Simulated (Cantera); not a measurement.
# Premixed flame

A freely propagating, adiabatic, planar premixed flame of H2 : O2 : N2 = 1 : 0.238 : 0.929 (molar parts), unburnt at 548 K and 200000 Pa; mixture-averaged transport, grid criteria slope 0.08 and curve 0.16, no radiation.

Cantera simulation using the H2/O2 subset of GRI-Mech 3.0, which has no nitrogen chemistry; the numbers are that mechanism's predictions, not measurements. Burning velocities carry a grid error of a few per cent, more on coarse grids.

```tsv
z (mm)	T (K)	u (m/s)	x H2	x O2	x H2O	x HO2	x H2O2	x O
-0.540	548	7.71	0.461	0.110	<1e-8	<1e-8	<1e-8	<1e-8
-0.360	548	7.71	0.461	0.110	<1e-8	<1e-8	<1e-8	<1e-8
-0.270	548	7.71	0.461	0.110	<1e-8	<1e-8	<1e-8	<1e-8
-0.180	548	7.71	0.461	0.110	6.36e-7	7.97e-7	<1e-8	<1e-8
-0.0900	584	8.15	0.456	0.110	0.00140	0.000385	8.90e-6	1.29e-5
-0.0450	844	11.5	0.421	0.103	0.0243	0.000292	2.40e-5	0.000290
0	1244	16.4	0.339	0.0705	0.0956	0.000125	4.46e-6	0.00219
0.0450	1523	20.0	0.261	0.0248	0.184	4.12e-5	1.50e-6	0.00276
0.0900	1652	21.6	0.234	0.00607	0.221	9.78e-6	8.11e-7	0.00156
0.180	1765	22.9	0.233	0.000754	0.233	1.21e-6	4.70e-7	0.000878
0.360	1876	24.1	0.241	0.000256	0.236	4.53e-7	2.65e-7	0.000585
0.720	1978	25.2	0.249	0.000142	0.239	2.65e-7	1.38e-7	0.000336
1.44	2061	26.1	0.257	6.67e-5	0.241	1.37e-7	6.71e-8	0.000161
```
x: mole fraction of selected species; z is measured from the peak of heat release.

```
Item                         Value
------------------------  --------
laminar burning velocity  771 cm/s
thermal thickness         0.180 mm
peak x(HO2)               0.000477
peak x(H2O2)               2.60e-5
peak x(O)                  0.00300
grid points                    121
```
